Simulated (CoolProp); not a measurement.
R1234ze(E) along the isobar 123 bar: fugacity coefficient from the reference equation and from simpler models built on Tc = 382.5 K, pc = 36.35 bar, ω = 0.313; each cubic takes its own stable root.

Values from CoolProp's reference Helmholtz-energy equation of state, Thol 2016.

```csv
T (K),phase,reference
273.1,liquid,0.02655
294.1,liquid,0.05074
315.1,liquid,0.08643
336.1,liquid,0.1343
357.1,liquid,0.1935
378,liquid,0.2618
399,supercritical,0.3366
420,supercritical,0.4138
```

Q: How far does each simpler model (Redlich-Kwong, Soave-Redlich-Kwong) lie from the reference over these 8 states: mean and median of the absolute difference, and the worst?

A: 
- Redlich-Kwong: mean 29.3 %, median 22.0 %, worst +80.0 % at 273.1 K and 123 bar
- Soave-Redlich-Kwong: mean 7.6 %, median 7.8 %, worst +8.3 % at 378 K and 123 bar
